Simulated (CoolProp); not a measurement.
Vapour-liquid equilibrium of propane (1) + isopentane (2) at 55.95 °C; x and y are mole fractions of (1).

Model: multi-fluid Helmholtz-energy mixture model, Lemmon 2009 and Lemmon 2006; pair parameters Kunz 2012, in CoolProp.

Question: Give the bubble pressure and the first vapour's composition at x = 0.35, 0.65, 0.75. Is there an azeotrope?

Answer: x = 0.35: 815.4 kPa, y = 0.759; x = 0.65: 1297 kPa, y = 0.898; x = 0.75: 1467 kPa, y = 0.929. No azeotrope shows between x = 0.05 and 0.95.

The pair parameters rest on a limited set of measurements; away from them the model extrapolates. The gap from Raoult's law changes sign with composition, which may be real or a fault of the pair parameters; it wasn't checked against measurements.
